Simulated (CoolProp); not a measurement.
A single-stage vapour-compression cycle with R152A: evaporating at 258.15 K (dew point), condensing at 324.15 K (bubble point), superheat 10 K, subcooling 2 K, compressor efficiency 0.85, no pressure losses. Each further row changes one setting.

Computed with CoolProp (reference Helmholtz-energy equation of state, Outcalt 1996). It is a modified Benedict-Webb-Rubin equation, recast in Helmholtz form.

| case | cooling COP | pressure ratio | discharge temperature (K) | refrigerating effect (kJ/kg) | volumetric capacity (kJ/m³) |
|---|---|---|---|---|---|
| as stated | 2.49 | 8.12 | 365.4 | 218 | 1010 |
| evaporating temperature 263.15 K | (withheld) | 6.65 | 361.9 | (withheld) | 1240 |
| condensing temperature 319.15 K | (withheld) | 7.16 | (withheld) | 228 | 1050 |
| subcooling 7 K | (withheld) | 8.12 | 365.4 | 228 | 1050 |
| superheat 20 K | (withheld) | 8.12 | (withheld) | 229 | 1010 |
| compressor efficiency 0.75 | (withheld) | 8.12 | 373.9 | 218 | 1010 |

Complete the blanks.


- evaporating temperature 263.15 K, cooling COP: 2.81
- evaporating temperature 263.15 K, refrigerating effect (kJ/kg): 222
- condensing temperature 319.15 K, cooling COP: 2.78
- condensing temperature 319.15 K, discharge temperature (K): 359.0
- subcooling 7 K, cooling COP: 2.60
- superheat 20 K, cooling COP: 2.50
- superheat 20 K, discharge temperature (K): 375.8
- compressor efficiency 0.75, cooling COP: 2.20
